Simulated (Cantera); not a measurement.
An isothermal, constant-pressure homogeneous reactor starts with 0.858 % CO, 1.07 % O2, 0.604 % H2O, 97.5 % N2, equivalence ratio 0.40, at 898 K and 0.133 bar.

Model: GRI-Mech 3.0 (53 species, 325 reactions), integrated in Cantera.

Task: Predict: x(CO) at 3.00 s; x(O2) at 3.00 s; x(H2O) at 3.00 s; x(H2O2) at 3.00 s; x(N2O) at 3.00 s; x(O) at 3.00 s.

Result: 
```
Quantity                                             Result
-----------------  ----------------------------------------
x(CO) at 3.00 s     0.000547 (gas-phase equilibrium <1e-12)
x(O2) at 3.00 s     0.00673 (gas-phase equilibrium 0.00646)
x(H2O) at 3.00 s    0.00605 (gas-phase equilibrium 0.00607)
x(H2O2) at 3.00 s    1.87e-8 (gas-phase equilibrium <1e-12)
x(N2O) at 3.00 s   4.56e-8 (gas-phase equilibrium 6.64e-11)
x(O) at 3.00 s     5.01e-6 (gas-phase equilibrium 1.11e-12)
```
